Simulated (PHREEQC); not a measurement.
Solution (25 °C): 0.014 mol HCl, 0.00018 mol ZnSO4 and 0.0015 mol MnSO4 per kg of water. Closed to the air; pH follows from the charge balance.

Equilibrium calculation in PHREEQC: ion-association model, phreeqc.dat.

Each row changes one thing in this solution. Precipitation was switched off in this run.

```tsv
case	pH	ionic strength (mol/kgw)	Mn+2 (mol/kgw)	SO4-2 (mol/kgw)	HSO4- (mol/kgw)	MnSO4 (mol/kgw)	SI of Pyrochroite (Mn(OH)2)
as made	1.93	0.0189	0.00138	0.000894	0.000696	7.73e-5	-14.43
MnSO4 from 0.0015 to 0.0003 mol/kgw	…	0.0154	0.000285	0.000256	0.000215	4.98e-6	-15.14
ZnSO4 from 0.00018 to 0.00036 mol/kgw	1.93	0.0194	0.00137	0.000988	0.000761	…	-14.43
ZnSO4 left out	1.92	0.0184	0.00138	0.000800	0.000629	7.03e-5	-14.43
diluted 100-fold with water	3.86	0.000207	1.49e-5	1.65e-5	2.11e-7	3.86e-8	-12.33
HCl left out	6.42	0.00588	0.00132	0.00147	4.33e-8	0.000182	-5.39
```

Problem. What belongs in the gaps?

Solution. 
- MnSO4 from 0.0015 to 0.0003 mol/kgw, pH: 1.91
- ZnSO4 from 0.00018 to 0.00036 mol/kgw, MnSO4 (mol/kgw): 8.41e-5
